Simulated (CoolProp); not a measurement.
Carbon monoxide at 293.15 K and 0.638 MPa is compressed adiabatically to 1.05 MPa with isentropic efficiency 0.7. Each further row changes one setting.

Values from CoolProp's reference Helmholtz-energy equation of state, Lemmon 2006. It is a short technical equation, of lower accuracy than the large ones.

```tsv
case	work (kJ/kg)	final temperature (K)	final density (kg/m³)
as stated	66.5	357.1	9.90
efficiency 1	46.5	338.2	10.5
efficiency 0.65	71.6	361.9	9.76
```
